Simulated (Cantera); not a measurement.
Input: 1 mol SiCl4, 11 mol NO, 0.1 mol H2, at 975 K and 2.78 Torr.

Method: chemical equilibrium by Gibbs-energy minimisation in Cantera with the NASA 1993 tables (ideal gas, pure condensed phases). Candidate condensed phases: H2O, NH4Cl, Si, SiO2, Si2N2O, Si3N4; 47 gas species. Rates play no part.

Base state: N2 0.454, O2 0.372, Cl2 0.156, HCl 0.0165, Cl 0.00172, H2O 2.62e-5, NO 2.38e-5 (mole fractions); condensed: SiO2(β-quartz).

Question: What changes in the equilibrium state with this change: pressure from 2.78 Torr to 7.50 Torr?

Answer: 
| species | before | after |
|---|---|---|
| N2 | 0.454 | 0.454 |
| O2 | 0.372 | 0.372 |
| Cl2 | 0.156 | 0.156 |
| Cl | 0.00172 | 0.00105 |
| HCl | 0.0165 | 0.0164 |
| H2O | 2.62e-5 | 4.27e-5 |
| NO | 2.38e-5 | 2.38e-5 |
| SiO2(β-quartz), mol | 1.00 | 1.00 |

Question: What changes in the equilibrium state with this change: temperature from 975 K to 848.15 K?

Answer: 
```csv
species,before,after
N2,0.454,0.455
O2,0.372,0.372
Cl2,0.156,0.157
Cl,0.00172,0.000175
HCl,0.0165,0.0164
NO,2.38e-5,4.42e-6
H2O,2.62e-5,7.63e-5
"SiO2(β-quartz), mol",1.00,1.00
```

Question: What changes in the equilibrium state with this change: H2 from 0.1 to 46 mol?

Answer: 
```json
[
 {"species": "H2", "before": "<1e-9", "after": "0.654"},
 {"species": "H2O", "before": "2.62e-5", "after": "0.168"},
 {"species": "N2", "before": "0.454", "after": "0.103"},
 {"species": "O2", "before": "0.372", "after": "<1e-9"},
 {"species": "Cl2", "before": "0.156", "after": "<1e-9"},
 {"species": "HCl", "before": "0.0165", "after": "0.0748"},
 {"species": "Cl", "before": "0.00172", "after": "1.64e-9"},
 {"species": "NO", "before": "2.38e-5", "after": "<1e-9"},
 {"species": "SiO2(β-quartz), mol", "before": "1.00", "after": "1.00"}
]
```
